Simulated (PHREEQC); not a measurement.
Synthetic water in mmol/kgw, 25 °C, pH 3.3, pe 10.4: Na 21; K 0.386; Ca 2.75; Mg 2; Cl 9.07; S(6) 11; Cu(2) 0.459; Sr 0.029.

Valence states are taken as typed.

Model: ion-association model, phreeqc.dat, run in PHREEQC.

Precipitation was switched off in this run.

Q: Order these Ca species by the share of Ca that they hold, largest first: CaSO4, Ca+2, CaHSO4+.

A: Ca+2 (73 %), CaSO4 (27 %), CaHSO4+ (0.11 %)

The pH is 3.30 and the ionic strength 0.0404 mol/kgw. Complexes and solids missing from the database can't appear.
